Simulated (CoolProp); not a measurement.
1000 sccm (0 °C, 1 atm) of nitrogen bubbles through liquid 1,2-dichloroethane at 310.4 K and leaves saturated at a total pressure of 0.15 MPa (ideal gas phase). Each further row changes one setting.

Computed with CoolProp (reference Helmholtz-energy equation of state, Thol 2015).

```
case                      vapour pressure (kPa)  mole fraction of vapour  delivery (mg/min)  delivery (sccm)  change of delivery for a bath 1 K warmer (%)
------------------------  ---------------------  -----------------------  -----------------  ---------------  --------------------------------------------
as stated                                  18.4                    0.122                  …                …                                           5.1
bath temperature 315.4 K                      …                    0.152                789                …                                           5.1
total pressure 0.3 MPa                     18.4                   0.0612                288                …                                           4.7
```

**Question.** Complete the blanks.

**Answer.** 
- as stated, delivery (mg/min): 616
- as stated, delivery (sccm): 140
- bath temperature 315.4 K, vapour pressure (kPa): 22.7
- bath temperature 315.4 K, delivery (sccm): 179
- total pressure 0.3 MPa, delivery (sccm): 65.2
